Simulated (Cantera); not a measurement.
Feed: 1 mol TEOS, 6.3 mol CO2, 1.2 mol O3, at 1125 K and 100 Torr.

Equilibrium computed with Cantera from the NASA thermochemical tables; the gas is ideal and each condensed phase is pure. The feed counts by its element totals alone. Kinetics and transport are ignored.

| species | before | after |
|---|---|---|
| CO | 0.497 | 0.532 |
| H2 | 0.342 | 0.307 |
| H2O | 0.0692 | 0.104 |
| CO2 | 0.0913 | 0.0562 |
| H | 7.12e-8 | 0.000138 |
| SiO2(β-quartz), mol | 1.00 | 1.000 |
Gas species are given as mole fractions.

**Question.** What was changed between the two runs?
A) O3 from 1.2 to 0.1 mol
B) TEOS replaced by SiH4
C) temperature from 1125 K to 1650 K
D) O3 from 1.2 to 0.13 mol

**Answer.** C, temperature from 1125 K to 1650 K. The tables hold silica as quartz up to 1696 K and as liquid above; real silica turns to tridymite and cristobalite and melts near 1996 K. Gases not in the tables: Si(OH)4
